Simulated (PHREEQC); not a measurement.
Model water analysis in mmol/kgw, 25 °C, pH 6.58, pe -0.3: Na 207; K 5.29; Ca 10.3; Mg 5.1; Cl 219; S(6) 8.45; Alkalinity (meq/kgw) 0.000192; B 0.0372.

Cl is adjusted to close the charge balance.
Valence states are taken as typed.

Computed with PHREEQC (ion-association model, phreeqc.dat).

Q: The ionic strength comes out as 0.259 mol/kgw. What activity coefficients do Cl-, K+, SO4-2, Mg+2, KSO4- get?

A: Cl- 0.70, K+ 0.69, SO4-2 0.27, Mg+2 0.32, KSO4- 0.73.

Precipitation was switched off in this run. Species that the database lacks are ignored.
